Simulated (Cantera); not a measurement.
A Cantera script and its output.

```python
import numpy as np
import cantera as ct

surf = ct.Interface("ptcombust.yaml", "Pt_surf")
gas = surf.adjacent["gas"]
gas.TPX = 300, 3100, {'CH4': 0.012, 'O2': 0.12, 'N2': 0.79}
jet = ct.ImpingingJet(gas=gas, width=0.072, surface=surf)
jet.inlet.mdot, jet.inlet.T, jet.inlet.X = 0.13, 300, {'CH4': 0.012, 'O2': 0.12, 'N2': 0.79}
jet.set_refine_criteria(ratio=10, slope=0.2, curve=0.3)
show, cover = ['CH4', 'O2', 'H2O', 'OH', 'CO', 'CO2'], ["PT(S)", "H(S)", "O(S)", "OH(S)", "CO(S)", "C(S)"]

rows = []
print(f"{'Ts/K':>7s}" + "".join(f"{s:>11s}" for s in show + cover) + "   (gas at the wall, coverages)")
for i, Ts in enumerate([900, 950, 1000, 1050, 1100]):
    jet.surface.T = Ts
    if i == 0:
        surf.TP = Ts, 3100
        surf.coverages = "PT(S):0.5, O(S):0.5"
        surf.advance_coverages(1.0)
        jet.set_initial_guess(products="inlet")
    jet.solve(loglevel=0, auto=(i == 0))
    rows.append([*(jet.X[gas.species_index(s), -1] for s in show), *surf[cover].coverages])
    print(f"{Ts:7g}" + "".join(f"{x:11.3e}" for x in rows[-1]))
```

Output:

```
   Ts/K        CH4         O2        H2O         OH         CO        CO2      PT(S)       H(S)       O(S)      OH(S)      CO(S)       C(S)   (gas at the wall, coverages)
    900  1.052e-02  1.248e-01  4.649e-03  2.110e-08  4.475e-06  3.037e-03  2.474e-01  2.799e-08  7.522e-01  3.483e-04  2.923e-06  1.041e-08
    950  9.210e-03  1.221e-01  7.080e-03  7.170e-08  5.437e-06  4.633e-03  3.193e-01  7.095e-08  6.803e-01  3.784e-04  2.366e-06  1.133e-08
   1000  7.918e-03  1.193e-01  9.461e-03  2.061e-07  6.373e-06  6.199e-03  3.921e-01  1.530e-07  6.075e-01  3.809e-04  1.832e-06  1.146e-08
   1050  6.772e-03  1.169e-01  1.156e-02  5.159e-07  7.322e-06  7.583e-03  4.638e-01  2.932e-07  5.359e-01  3.637e-04  1.397e-06  1.113e-08
   1100  5.824e-03  1.149e-01  1.328e-02  1.161e-06  8.389e-06  8.720e-03  5.324e-01  5.127e-07  4.673e-01  3.348e-04  1.071e-06  1.062e-08
```

Computed with Cantera and Deutschmann's 1995 Pt surface mechanism with GRI-Mech 3.0 gas chemistry. Catalytic surfaces can have several steady states; this one follows from the mechanism file's or the stated starting coverage.
